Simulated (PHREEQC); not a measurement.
1 kg of water holding 130 mmol/kgw NaCl and 190 mmol/kgw Na2SO4 is evaporated at 25 °C; the solids stay in contact with the brine. The system is closed to CO2. Solids allowed: Halite, Mirabilite, Thenardite. Others were left out.

All values are PHREEQC results (Pitzer model, pitzer.dat), not measurements.

```json
[
 {"water left (kg)": "1", "ionic strength": "0.700", "water activity": "0.988", "Thenardite (mol)": "0", "Mirabilite (mol)": "0", "Cl in solution (mol/kgw)": "0.130", "Na in solution (mol/kgw)": "0.510", "S in solution (mol/kgw)": "0.190"},
 {"water left (kg)": "0.8219", "ionic strength": "0.852", "water activity": "0.986", "Thenardite (mol)": "0", "Mirabilite (mol)": "0", "Cl in solution (mol/kgw)": "0.158", "Na in solution (mol/kgw)": "0.621", "S in solution (mol/kgw)": "0.231"},
 {"water left (kg)": "0.6755", "ionic strength": "1.04", "water activity": "0.983", "Thenardite (mol)": "0", "Mirabilite (mol)": "0", "Cl in solution (mol/kgw)": "0.192", "Na in solution (mol/kgw)": "0.755", "S in solution (mol/kgw)": "0.281"},
 {"water left (kg)": "0.5552", "ionic strength": "1.26", "water activity": "0.980", "Thenardite (mol)": "0", "Mirabilite (mol)": "0", "Cl in solution (mol/kgw)": "0.234", "Na in solution (mol/kgw)": "0.919", "S in solution (mol/kgw)": "0.342"},
 {"water left (kg)": "0.4563", "ionic strength": "1.53", "water activity": "…", "Thenardite (mol)": "0", "Mirabilite (mol)": "0", "Cl in solution (mol/kgw)": "0.285", "Na in solution (mol/kgw)": "1.12", "S in solution (mol/kgw)": "0.416"},
 {"water left (kg)": "0.375", "ionic strength": "1.87", "water activity": "0.970", "Thenardite (mol)": "0", "Mirabilite (mol)": "0", "Cl in solution (mol/kgw)": "0.347", "Na in solution (mol/kgw)": "…", "S in solution (mol/kgw)": "0.507"},
 {"water left (kg)": "0.3082", "ionic strength": "2.27", "water activity": "0.964", "Thenardite (mol)": "0", "Mirabilite (mol)": "0", "Cl in solution (mol/kgw)": "0.422", "Na in solution (mol/kgw)": "1.65", "S in solution (mol/kgw)": "0.616"},
 {"water left (kg)": "0.2533", "ionic strength": "2.76", "water activity": "0.957", "Thenardite (mol)": "0", "Mirabilite (mol)": "0", "Cl in solution (mol/kgw)": "0.513", "Na in solution (mol/kgw)": "2.01", "S in solution (mol/kgw)": "0.750"},
 {"water left (kg)": "0.2082", "ionic strength": "3.36", "water activity": "0.948", "Thenardite (mol)": "0", "Mirabilite (mol)": "0", "Cl in solution (mol/kgw)": "0.624", "Na in solution (mol/kgw)": "2.45", "S in solution (mol/kgw)": "0.913"},
 {"water left (kg)": "0.1711", "ionic strength": "…", "water activity": "0.936", "Thenardite (mol)": "0", "Mirabilite (mol)": "0", "Cl in solution (mol/kgw)": "0.760", "Na in solution (mol/kgw)": "2.98", "S in solution (mol/kgw)": "1.11"},
 {"water left (kg)": "0.1407", "ionic strength": "4.98", "water activity": "0.921", "Thenardite (mol)": "0", "Mirabilite (mol)": "0", "Cl in solution (mol/kgw)": "0.924", "Na in solution (mol/kgw)": "…", "S in solution (mol/kgw)": "…"},
 {"water left (kg)": "0.1149", "ionic strength": "5.99", "water activity": "0.903", "Thenardite (mol)": "0", "Mirabilite (mol)": "0.00368", "Cl in solution (mol/kgw)": "1.13", "Na in solution (mol/kgw)": "…", "S in solution (mol/kgw)": "1.62"},
 {"water left (kg)": "0.08418", "ionic strength": "6.17", "water activity": "0.889", "Thenardite (mol)": "0", "Mirabilite (mol)": "0.0602", "Cl in solution (mol/kgw)": "1.54", "Na in solution (mol/kgw)": "4.63", "S in solution (mol/kgw)": "1.54"},
 {"water left (kg)": "0.0596", "ionic strength": "6.58", "water activity": "0.864", "Thenardite (mol)": "0", "Mirabilite (mol)": "0.103", "Cl in solution (mol/kgw)": "2.18", "Na in solution (mol/kgw)": "5.11", "S in solution (mol/kgw)": "1.47"},
 {"water left (kg)": "0.04067", "ionic strength": "7.59", "water activity": "0.818", "Thenardite (mol)": "0", "Mirabilite (mol)": "0.130", "Cl in solution (mol/kgw)": "3.20", "Na in solution (mol/kgw)": "6.12", "S in solution (mol/kgw)": "1.46"},
 {"water left (kg)": "0.03799", "ionic strength": "7.88", "water activity": "0.805", "Thenardite (mol)": "0.0516", "Mirabilite (mol)": "0.0820", "Cl in solution (mol/kgw)": "3.42", "Na in solution (mol/kgw)": "6.40", "S in solution (mol/kgw)": "1.49"},
 {"water left (kg)": "0.03799", "ionic strength": "7.88", "water activity": "0.805", "Thenardite (mol)": "0.104", "Mirabilite (mol)": "0.0298", "Cl in solution (mol/kgw)": "3.42", "Na in solution (mol/kgw)": "6.40", "S in solution (mol/kgw)": "1.49"},
 {"water left (kg)": "0.03564", "ionic strength": "7.79", "water activity": "0.800", "Thenardite (mol)": "0.141", "Mirabilite (mol)": "0", "Cl in solution (mol/kgw)": "3.65", "Na in solution (mol/kgw)": "6.41", "S in solution (mol/kgw)": "1.38"},
 {"water left (kg)": "0.0293", "ionic strength": "7.59", "water activity": "0.779", "Thenardite (mol)": "0.159", "Mirabilite (mol)": "0", "Cl in solution (mol/kgw)": "4.44", "Na in solution (mol/kgw)": "6.54", "S in solution (mol/kgw)": "1.05"}
]
```

Question: Complete the blanks.

Answer: 
- 0.4563, water activity: 0.975
- 0.375, Na in solution (mol/kgw): 1.36
- 0.1711, ionic strength: 4.09
- 0.1407, Na in solution (mol/kgw): 3.63
- 0.1407, S in solution (mol/kgw): 1.35
- 0.1149, Na in solution (mol/kgw): 4.37

Complexes and solids missing from the database can't appear.
